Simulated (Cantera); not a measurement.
Si + HCl + H2 (chlorosilane synthesis and conversion)

Charge: 1 mol Si, 3.2 mol HCl, 3 mol H2, held at 0.450 bar.

Method: chemical equilibrium by Gibbs-energy minimisation in Cantera with the NASA 1993 tables (ideal gas, pure condensed phases). Candidate condensed phases: Si; 19 gas species. The tables' values for SiCl3 are old estimates; treat these amounts as uncertain. Equilibrium is a limit: real reactors are often held back by kinetics, nucleation or transport.

| T (°C) | x H2 | x SiCl4 | x HCl | x SiHCl3 | x SiCl2 | x SiCl3 | x SiH2Cl2 | n Si(s) |
|---|---|---|---|---|---|---|---|---|
| 650 | 0.832 | 0.111 | 0.00680 | 0.0482 | 7.99e-5 | 0.000468 | 0.00206 | 0.138 |
| 700 | 0.829 | 0.110 | 0.0109 | 0.0470 | 0.000229 | 0.000937 | 0.00210 | 0.144 |
| 750 | 0.825 | 0.108 | 0.0166 | 0.0456 | 0.000591 | 0.00174 | 0.00213 | 0.151 |
| 800 | 0.820 | 0.106 | 0.0241 | 0.0440 | 0.00138 | 0.00302 | 0.00214 | 0.160 |
| 850 | 0.812 | 0.102 | 0.0338 | 0.0421 | 0.00297 | 0.00493 | 0.00212 | 0.168 |
| 900 | 0.803 | 0.0966 | 0.0456 | 0.0396 | 0.00589 | 0.00760 | 0.00208 | 0.176 |
| 950 | 0.791 | 0.0892 | 0.0595 | 0.0366 | 0.0109 | 0.0110 | 0.00200 | 0.181 |
| 1000 | 0.777 | 0.0797 | 0.0750 | 0.0329 | 0.0188 | 0.0151 | 0.00189 | 0.180 |
| 1050 | 0.760 | 0.0681 | 0.0916 | 0.0287 | 0.0301 | 0.0194 | 0.00173 | 0.172 |
x: gas mole fraction; n: condensed amount in mol.

From 650 °C to 1050 °C the condensed part is Si(s). The main Si-bearing gas is SiCl4 throughout. The share of Si in condensed phases is highest at 950 °C (18.1 %) and lowest at 650 °C (13.8 %).
